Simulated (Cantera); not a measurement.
Cantera run, input and output.

```python
import numpy as np
import cantera as ct

gas = ct.Solution("gri30.yaml")
gas.TPX = 1350, 1333, {'N2O': 3.2, 'N2': 0.5}
reactor = ct.IdealGasConstPressureReactor(gas, energy="off", clone=False)
net = ct.ReactorNet([reactor])
net.rtol, net.atol = 1e-08, 1e-18
show = ['N2O', 'NO2', 'O', 'N2', 'NO']
times = np.geomspace(5e-06, 4, 14)

steps = ct.SolutionArray(gas, extra=["t"])
rows = []
print(f"{'t/s':>10s}{'T/K':>9s}{'P/Pa':>11s}" + "".join(f"{s:>11s}" for s in show))
for t in times:
    while net.time < t:
        t_next = net.step()
        steps.append(gas.state, t=t_next)
    rows.append([np.interp(t, steps.t, y) for y in (steps.T, steps.P, *steps(*show).X.T)])
    print(f"{t:10.3e}{rows[-1][0]:9.1f}{rows[-1][1]:11.4g}" + "".join(f"{x:11.3e}" for x in rows[-1][2:]))
rate = np.gradient(steps.T, steps.t)
print("integrator steps:", len(steps.t))
if steps.T.max() > steps.T[0] + 200:
    print(f"time of steepest temperature rise: {steps.t[rate.argmax()]:.4e} s")
gas.TPX = 1350, 1333, {'N2O': 3.2, 'N2': 0.5}
gas.equilibrate("TP")
print(f"equilibrium (TP): T = {gas.T:.1f} K  " + "  ".join(f"{s} {gas[s].X[0]:.3e}" for s in show))
```

It prints:

```
       t/s      T/K       P/Pa        N2O        NO2          O         N2         NO
 5.000e-06   1350.0       1333  8.649e-01  9.554e-21  2.197e-07  1.351e-01  5.880e-10
 1.423e-05   1350.0       1333  8.649e-01  6.155e-19  6.162e-07  1.351e-01  4.723e-09
 4.047e-05   1350.0       1333  8.649e-01  3.781e-17  1.684e-06  1.351e-01  3.716e-08
 1.151e-04   1350.0       1333  8.649e-01  2.110e-15  4.290e-06  1.351e-01  2.788e-07
 3.276e-04   1350.0       1333  8.648e-01  9.341e-14  9.121e-06  1.352e-01  1.856e-06
 9.319e-04   1350.0       1333  8.648e-01  2.472e-12  1.353e-05  1.352e-01  9.562e-06
 2.651e-03   1350.0       1333  8.645e-01  3.399e-11  1.433e-05  1.353e-01  3.552e-05
 7.543e-03   1350.0       1333  8.639e-01  3.232e-10  1.433e-05  1.357e-01  1.101e-04
 2.146e-02   1350.0       1333  8.622e-01  2.681e-09  1.433e-05  1.367e-01  3.220e-04
 6.106e-02   1350.0       1333  8.572e-01  2.021e-08  1.433e-05  1.397e-01  9.217e-04
 1.737e-01   1350.0       1333  8.432e-01  1.305e-07  1.433e-05  1.479e-01  2.603e-03
 4.942e-01   1350.0       1333  8.050e-01  6.371e-07  1.433e-05  1.705e-01  7.196e-03
 1.406e+00   1350.0       1333  7.079e-01  2.335e-06  1.432e-05  2.279e-01  1.888e-02
 4.000e+00   1350.0       1333  5.015e-01  7.246e-06  1.429e-05  3.498e-01  4.369e-02
integrator steps: 549
equilibrium (TP): T = 1350.0 K  N2O 4.322e-09  NO2 7.545e-07  O 2.020e-06  N2 6.978e-01  NO 6.139e-04
```

Cantera simulation using GRI-Mech 3.0 (53 species, 325 reactions); the numbers are that mechanism's predictions, not measurements. GRI-Mech 3.0 was tuned for natural gas; its chemistry of N2O as a main component is partial and can be far from experiment. Radical loss at walls, strong at low pressure, is not modelled. The mechanism lacks the step 2 NO + O2 → 2 NO2, which can matter for NO2 below about 1400 K. The temperature is held fixed by assumption; the heat of reaction is taken as removed at once.
